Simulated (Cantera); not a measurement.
A perfectly stirred reactor is fed with 27.0 % H₂, 73.0 % O₂, equivalence ratio 0.18, at 530 Pa; it is held at 1275 K, and followed from long to short residence time.

Detailed kinetics in Cantera: GRI-Mech 3.0 (53 species, 325 reactions). Radical loss at walls, strong at low pressure, is not modelled. The temperature is held fixed by assumption; the heat of reaction is taken as removed at once.

**Question.** Predict: x(H₂) at τ = 3.40 s; x(O₂) at τ = 3.40 s; x(H) at τ = 3.40 s; x(HO₂) at τ = 3.40 s; x(O) at τ = 3.40 s; x(H₂) at τ = 0.110 s; x(O₂) at τ = 0.110 s; x(H) at τ = 0.110 s; x(HO₂) at τ = 0.110 s; x(O) at τ = 0.110 s.

**Answer.** 
```json
{
  "x(H₂) at τ = 3.40 s": "0.00131",
  "x(O₂) at τ = 3.40 s": "0.681",
  "x(H) at τ = 3.40 s": "0.00147",
  "x(HO₂) at τ = 3.40 s": "2.48e-6",
  "x(O) at τ = 3.40 s": "0.00532",
  "x(H₂) at τ = 0.110 s": "0.00966",
  "x(O₂) at τ = 0.110 s": "0.640",
  "x(H) at τ = 0.110 s": "0.0331",
  "x(HO₂) at τ = 0.110 s": "3.76e-6",
  "x(O) at τ = 0.110 s": "0.0422"
}
```
